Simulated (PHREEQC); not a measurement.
Solution (79 °C): 140 mmol/kgw HF, 24 mmol/kgw H2SiF6, 3.5 mmol/kgw H3BO3 and 1.7 mmol/kgw HNO3. Closed to the air; pH follows from the charge balance.

Equilibrium calculation in PHREEQC: ion-association model, phreeqc.dat.

Each row changes one thing in this solution. No solid was allowed to form.

```
case                                             pH  ionic strength (mol/kgw)  HF (mol/kgw)  F- (mol/kgw)  HF2- (mol/kgw)  BF3OH- (mol/kgw)
---------------------------------------------  ----  ------------------------  ------------  ------------  --------------  ----------------
as made                                        1.35                    0.0785         0.124      0.000858        0.000458           3.09e-5
HF from 0.14 to 0.126 mol/kgw                  1.35                    0.0783         0.111             …        0.000363           3.47e-5
diluted 10-fold with water                     2.34                   0.00683        0.0154      0.000853         5.65e-5           1.92e-5
HNO3 left out                                  1.36                    0.0769         0.124      0.000882        0.000470           3.10e-5
diluted 100-fold with water                    3.15                  0.000734       0.00211      0.000709         6.44e-6           1.74e-7
temperature from 79 to 50 °C                   1.34                         …         0.123       0.00147        0.000784           1.68e-5
H2SiF6 replaced by NaBF4 at the same molality  2.04                    0.0347         0.119       0.00366         0.00187          0.000257
```

**Question.** Complete the blanks.

**Answer.** 
- HF from 0.14 to 0.126 mol/kgw, F- (mol/kgw): 0.000766
- temperature from 79 to 50 °C, ionic strength (mol/kgw): 0.0795

Some of these states are supersaturated (in Quartz (slow to form), for instance). Away from 25 °C the constants follow the database's enthalpies or fits; those with neither stay at their 25 °C values. SiF6-2 is the database's only silicon fluoride. Real BF4- forms and hydrolyses slowly; the run takes it at equilibrium.
